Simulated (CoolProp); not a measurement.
A simple Rankine cycle with R1132(E): condensing at 288.15 K, boiler at 4.38 MPa, turbine inlet 345.7 K, turbine efficiency 0.75, pump efficiency 0.8, no recuperator. Each further row changes one setting.

Computed with CoolProp (reference Helmholtz-energy equation of state, Akasaka 2024).

```tsv
case	thermal efficiency (%)	net work (kJ/kg)	heat in (kJ/kg)	turbine exit temperature (K)	volume ratio over the turbine
as stated	8.7	20.3	233	288.1	3.86
turbine inlet 365.7 K	9.5	25.9	274	302.6	3.49
condensing temperature 280.15 K	10.0	24.7	247	280.1	4.86
boiler pressure 3.07 MPa	7.2	19.3	268	303.0	2.41
turbine efficiency 0.65	7.3	17.0	233	288.1	3.91
```

The expansion ends wet for: as stated; condensing temperature 280.15 K; turbine efficiency 0.65.
